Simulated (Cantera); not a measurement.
Input: 1 mol Cr, 2.4 mol N2O, 4.5 mol N2, at 63.0 mbar.

Cantera equilibrium calculation (NASA polynomials, part measured and part estimated; ideal gas, pure solids and liquids). Candidate condensed phases: Cr, CrN, Cr2N, Cr2O3; 14 gas species. Kinetics and transport are ignored. All values below are at 2275 K.

Base state: N2 0.930, O2 0.0541, NO 0.00821, O 0.00397, CrO2 0.00320, CrO 0.000296, CrO3 9.60e-5, Cr 1.03e-5 (mole fractions); condensed: Cr2O3(s).

Q: What changes in the equilibrium state with this change: Cr replaced by Zr?

A: 
| species | before | after |
|---|---|---|
| N2 | 0.930 | 0.968 |
| O2 | 0.0541 | 0.0240 |
| NO | 0.00821 | 0.00558 |
| CrO2 | 0.00320 | 0 |
| CrO | 0.000296 | 0 |
| CrO3 | 9.60e-5 | 0 |
| Cr | 1.03e-5 | 0 |
| O | 0.00397 | 0.00265 |
| Cr2O3(s), mol | 0.487 | 0 |
| ZrO2(tetragonal), mol | 0 | 1.000 |
Further candidate phases: Zr, ZrN, ZrO2.
